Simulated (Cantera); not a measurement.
What does this Cantera script print?

```python
import numpy as np
import cantera as ct

gas_names = """
    CL CL2 H HCL H2 Si SiCL SiCL2 SiCL3 SiCL4 SiH SiHCL3 SiH2 SiH2CL2 SiH3 SiH3CL SiH4 Si2 Si3
""".split()
cond_names = """
    Si(cr) Si(L)
""".split()


# ... load() reads the species with a 1 bar reference pressure and builds the phases ...
atoms = {
    'SiCl4': {'Si': 1, 'CL': 4},
    'HCl': {'H': 1, 'CL': 1},
    'H2': {'H': 2},
}
top_T = {}  # K; cautious upper limits of use, not melting points


# ... equilibrate(T, P, feed) seeds the gas with the atoms and calls Mixture.equilibrate('TP', solver="vcs", rtol=1e-11, max_steps=5000) ...
results = []
T = 1275  # K
P = 1700000  # Pa
for m in [0.64, 1, 1.4, 1.7, 2.1, 2.4, 2.8, 3.1, 3.5]:
    feed = {'SiCl4': 1, 'HCl': m, 'H2': 0.66}  # mol
    mix = equilibrate(T, P, feed)
    results.append((T, P, feed, dict(zip(mix.species_names, mix.species_moles))))

top = {s: max(r[3][s] / sum(r[3][g] for g in gas_names) for r in results) for s in gas_names}
cols = sorted((s for s in top if top[s] > 0.001), key=lambda s: -top[s])[:7]
seen = [c for c in cond_names if any(r[3].get(c, 0) > 1e-12 for r in results)]
print("log10 of partial pressures in bar; condensed amounts in mol")
print(f"{'n(HCl)':>10s}" + "".join(f"{s[:9]:>10s}" for s in cols + seen))
for T, P, feed, n in results:
    ng = sum(n[g] for g in gas_names)
    print(f"{feed['HCl']:10.4g}" + "".join(f"{np.log10(max(n[s] / ng * P / 1e5, 1e-99)):10.3f}" for s in cols)
          + "".join(f"{n.get(c, 0):10.4g}" for c in seen))
```

It prints:

```
log10 of partial pressures in bar; condensed amounts in mol
    n(HCl)       HCL     SiCL4        H2    SiHCL3     SiCL3
      0.64     0.701     0.850     0.662    -0.583    -1.474
         1     0.817     0.793     0.607    -0.811    -1.675
       1.4     0.897     0.736     0.551    -1.004    -1.840
       1.7     0.939     0.696     0.513    -1.124    -1.940
       2.1     0.980     0.649     0.466    -1.259    -2.053
       2.4     1.004     0.616     0.434    -1.348    -2.126
       2.8     1.030     0.576     0.394    -1.454    -2.211
       3.1     1.046     0.548     0.366    -1.525    -2.268
       3.5     1.063     0.514     0.332    -1.611    -2.338
```

These are equilibrium values from Cantera (NASA tables, ideal gas, pure condensed phases), not measurements of a reactor. The tables' values for SiCl3 are old estimates; treat these amounts as uncertain.
